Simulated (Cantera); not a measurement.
Cantera with NASA thermochemical tables; ideal gases at 1 bar, condensed phases pure. Values are per mole of reaction as written; species without (g) are pure solids or liquids, kept so even where they would boil at 1 bar.

2 H2(g) + O3(g) + Cu2O = 2 Cu(OH)2

| T (K) | ΔH° (kJ) | ΔS° (J/K) | ΔG° (kJ) | log10 K |
|---|---|---|---|---|
| 300 | -871.8 | -375.8 | -759.0 | 132.16 |
| 525 | [?] | [?] | [?] | [?] |
| 575 | -863.5 | -356.3 | -658.6 | 59.83 |
| 625 | [?] | [?] | [?] | [?] |
| 675 | -860.0 | -350.8 | -623.3 | 48.23 |
| 725 | -858.2 | -348.1 | -605.8 | 43.65 |
| 775 | -856.2 | -345.5 | -588.5 | 39.66 |
| 825 | -854.2 | -343.0 | -571.3 | 36.17 |
| 875 | [?] | [?] | [?] | [?] |

### Question
Fill in the missing entries.

### Answer

- 525, ΔH° (kJ): -865.1
- 525, ΔS° (J/K): -359.2
- 525, ΔG° (kJ): -676.5
- 525, log10 K: 67.31
- 625, ΔH° (kJ): -861.8
- 625, ΔS° (J/K): -353.5
- 625, ΔG° (kJ): -640.9
- 625, log10 K: 53.56
- 875, ΔH° (kJ): -852.2
- 875, ΔS° (J/K): -340.6
- 875, ΔG° (kJ): -554.2
- 875, log10 K: 33.08
